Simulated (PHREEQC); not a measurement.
# Acid rinse or clean (model solution)

A solution holds 0.11 mol/kgw HF and 8.6e-05 mol/kgw Rb2SO4, at 57 °C. Closed to the air; pH follows from the charge balance.

Computed with PHREEQC (ion-association model, wateq4f.dat).

This is a speciation only: nothing precipitates in the calculation.

Problem. Estimate the pH, ionic strength.

Solution. pH 2.17; ionic strength 0.00751 mol/kgw.

Problem. In which forms is F present?

Solution. HF 80 %, H2F2 11 %, F- 4.8 %, HF2- 3.7 % of the F.

Complexes and solids missing from the database can't appear. wateq4f.dat counts part of the HF as a dimer, H2F2, which phreeqc.dat doesn't know; its constant is uncertain. Away from 25 °C the constants follow the database's enthalpies or fits; those with neither stay at their 25 °C values.
